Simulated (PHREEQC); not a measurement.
Solution (25 °C): 2.2 mmol/kgw HF, 0.22 mmol/kgw H2SiF6, 0.17 mmol/kgw HBF4 and 14 mmol/kgw HNO3. Closed to the air; pH follows from the charge balance.

The numbers come from PHREEQC with the ion-association model, phreeqc.dat.

This is a speciation only: nothing precipitates in the calculation.

Problem. Predict the pH, ionic strength, specific conductance.

Solution. pH 1.89; ionic strength 0.0146 mol/kgw; specific conductance 5580 µS/cm.

Problem. In which forms is F present?

Solution. HF 74 %, SiF6-2 17 %, F- 4.3 %, BF4- 3.7 % of the F.

Species that the database lacks are ignored. SiF6-2 is the database's only silicon fluoride. Real BF4- forms and hydrolyses slowly; the run takes it at equilibrium.
